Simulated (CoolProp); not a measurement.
Vapour-liquid equilibrium of carbon dioxide (1) + ethane (2) at 0.975 MPa; x and y are mole fractions of (1).

Values from CoolProp's multi-fluid Helmholtz-energy mixture model, Span 1996 and Bücker 2006; pair parameters Kunz 2012.

| x | bubble temperature, mixture model (K) | bubble temperature, Raoult's law (K) | y, mixture model | y, Raoult's law |
|---|---|---|---|---|
| 0.05 | 237.0 | 239.8 | 0.124 | 0.065 |
| 0.2 | 230.6 | 238.3 | 0.366 | 0.248 |
| 0.35 | 227.5 | 237.0 | 0.496 | 0.414 |
| 0.5 | 226.3 | 235.8 | 0.575 | 0.566 |
| 0.65 | 226.0 | 234.6 | 0.636 | 0.707 |
| 0.8 | 226.6 | 233.6 | 0.709 | 0.838 |
| 0.95 | 229.8 | 232.6 | 0.878 | 0.961 |

The largest gap from Raoult's law is -9.5 K in bubble temperature, at x = 0.5. y crosses x between x = 0.5 and 0.65: the model has an azeotrope there.

The pair parameters rest on a limited set of measurements; away from them the model extrapolates.
